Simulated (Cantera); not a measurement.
Reactions in the system C-O-Ta

Source: NASA polynomial tables (part measured, part estimated), evaluated in Cantera. Values are per mole of reaction as written; species without (g) are pure solids or liquids, kept so even where they would boil at 1 bar. TaC: taken at fixed stoichiometry.

TaC + 3 O(g) ⇌ CO(g) + TaO2(g)

| T (K) | ΔH° (kJ) | ΔS° (J/K) | ΔG° (kJ) | log10 K |
|---|---|---|---|---|
| 1023 | -934.2 | -81.4 | -851.0 | 43.45 |
| 1223 | -939.2 | -85.8 | -834.3 | 35.63 |
| 1423 | -944.3 | -89.7 | -816.7 | 29.98 |
| 1623 | -949.4 | -93.0 | -798.4 | 25.70 |
| 1823 | -954.7 | -96.1 | -779.5 | 22.34 |
| 2023 | -960.1 | -98.9 | -760.0 | 19.62 |
| 2223 | -965.8 | -101.6 | -740.0 | 17.39 |
| 2423 | -971.6 | -104.1 | -719.4 | 15.51 |
| 2623 | -977.7 | -106.5 | -698.3 | 13.91 |
